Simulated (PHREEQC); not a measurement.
A PHREEQC input (ion-association model, phreeqc.dat):

```
SOLUTION 1
  temp 20
  units M
  pH 6.74
  pe 9.8
  Na 0.0834
  K 0.4
  Ca 2.23
  Mg 0.121
  Cl 1.93
  S(6) 0.611 as SO4
  Alkalinity 4.04 as HCO3
  Si 0.00309 as SiO2
  Br 0.0172
  Ba 0.0213
  B 0.00864
  Cd 0.0583
  Pb 0.552
END
USE solution 1
EQUILIBRIUM_PHASES 1
  Chalcedony 0 0
  CO2(g) -3.4 10
END
```

It stops with these messages:

```
ERROR: Calculations terminating due to input errors.
```

The fault: a unit that the program doesn't know. The line should read `units mg/kgw` where the input has `units M`. With the mend the run ends at pH 6.99 and ionic strength 0.000205 mol/kgw.
